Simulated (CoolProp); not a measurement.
Vapour-liquid equilibrium of carbonyl sulfide (1) + propane (2) at 2.72 MPa; x and y are mole fractions of (1).

The numbers come from the multi-fluid Helmholtz-energy mixture model, Lemmon 2006 and Lemmon 2009; pair parameters Bell 2016 in CoolProp.

Problem. Give the bubble temperature and the first vapour's composition at x = 0.275, 0.35, 0.425. Is there an azeotrope?

Solution. x = 0.275: 341.1 K, y = 0.306; x = 0.35: 340.1 K, y = 0.384; x = 0.425: 339.1 K, y = 0.461. No azeotrope shows between x = 0.05 and 0.95.

The pair parameters rest on a limited set of measurements; away from them the model extrapolates.
